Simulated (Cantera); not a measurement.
Feed: 1 mol Si2H6, 4.5 mol O2, equilibrated at 3800 Pa.

These are equilibrium values from Cantera (NASA tables, ideal gas, pure condensed phases), not measurements of a reactor. Candidate condensed phases: H2O, Si, SiO2; 18 gas species. The feed counts by its element totals alone. The tables hold silica as quartz up to 1696 K and as liquid above; real silica turns to tridymite and cristobalite and melts near 1996 K. Gases not in the tables: Si(OH)4. Kinetics and transport are ignored.

x: gas mole fraction; n: condensed amount in mol.

| T (K) | x H2O | x O2 | x OH | x H2 | x O | n SiO2(α-quartz) | n SiO2(β-quartz) |
|---|---|---|---|---|---|---|---|
| 548 | 0.750 | 0.250 | <1e-12 | <1e-12 | <1e-12 | 2.00 | 0 |
| 648 | 0.750 | 0.250 | 1.87e-11 | <1e-12 | <1e-12 | 2.00 | 0 |
| 748 | 0.750 | 0.250 | 1.04e-9 | <1e-12 | <1e-12 | 2.00 | 0 |
| 848 | 0.750 | 0.250 | 2.25e-8 | 3.25e-12 | … | 0 | 2.00 |
| 948 | 0.750 | 0.250 | 2.55e-7 | 1.31e-10 | … | 0 | 2.00 |
| 1048 | 0.750 | 0.250 | 1.82e-6 | 2.64e-9 | … | 0 | 2.00 |
| 1148 | 0.750 | 0.250 | 9.27e-6 | 3.16e-8 | … | 0 | 2.00 |
| 1248 | 0.750 | 0.250 | 3.63e-5 | 2.55e-7 | … | 0 | 2.00 |
| 1348 | 0.750 | 0.250 | 0.000116 | 1.52e-6 | … | 0 | 2.00 |
| 1448 | 0.750 | 0.250 | 0.000317 | 7.08e-6 | … | 0 | 2.00 |
| 1548 | 0.749 | 0.250 | 0.000759 | 2.71e-5 | … | 0 | 2.00 |
| 1648 | 0.749 | 0.249 | 0.00164 | 8.83e-5 | … | 0 | 2.00 |

Some entries are withheld; supply them.


- 848, x O: 1.75e-12
- 948, x O: 7.62e-11
- 1048, x O: 1.62e-9
- 1148, x O: 2.04e-8
- 1248, x O: 1.71e-7
- 1348, x O: 1.05e-6
- 1448, x O: 5.00e-6
- 1548, x O: 1.96e-5
- 1648, x O: 6.49e-5
